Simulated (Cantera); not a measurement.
Feed: 1 mol SiC, 0.82 mol O2, 16 mol N2, equilibrated at 2023.15 K.

Method: chemical equilibrium by Gibbs-energy minimisation in Cantera with the NASA 1993 tables (ideal gas, pure condensed phases). Candidate condensed phases: C, Si, SiC, SiO2, Si2N2O, Si3N4; 34 gas species. Mutual solubility and eutectic melting of coexisting phases are not modelled. The tables' values for SiN are old estimates; treat these amounts as uncertain. The tables hold silica as quartz up to 1696 K and as liquid above; real silica turns to tridymite and cristobalite and melts near 1996 K. Kinetics and transport are ignored.

x: gas mole fraction; n: condensed amount in mol.

| P (Pa) | x N2 | x CO | x SiO | x Si | x Si2C | x SiN | x Si2N | n SiC(s) | n Si2N2O(s) | n SiO2(l) |
|---|---|---|---|---|---|---|---|---|---|---|
| 0.100 | 0.889 | 0.0556 | 0.0356 | 0.0200 | 3.20e-10 | 4.65e-6 | 2.10e-9 | 0 | 0 | 0 |
| 2.50 | 0.889 | 0.0556 | 0.0356 | 0.0200 | 1.99e-7 | 2.32e-5 | 2.61e-7 | 0 | 0 | 0 |
| 63 | 0.889 | 0.0555 | 0.0357 | 0.0194 | ___ | 0.000113 | ___ | 0 | 0 | 0 |
| 1600 | 0.905 | ___ | ___ | ___ | ___ | 6.20e-5 | ___ | ___ | 0 | 0 |
| 40000 | 0.918 | 0.0549 | 0.0267 | 5.98e-5 | 1.81e-6 | 8.94e-6 | 4.82e-6 | 0.0587 | 0.241 | 0 |
| 1000000 | 0.937 | 0.0601 | 0.00303 | 3.30e-8 | 1.83e-12 | 2.49e-8 | 1.86e-10 | 0 | 0.437 | 0.0761 |

Question: What belongs in the gaps?

Answer: 
- 1600, x CO: 0.0476
- 1600, x SiO: 0.0452
- 1600, x Si: 0.00209
- 1600, x Si2C: 6.31e-5
- 1600, x Si2N: 4.68e-5
- 1600, n SiC(s): 0.158
- 63, x Si2C: 0.000115
- 63, x Si2N: 3.11e-5
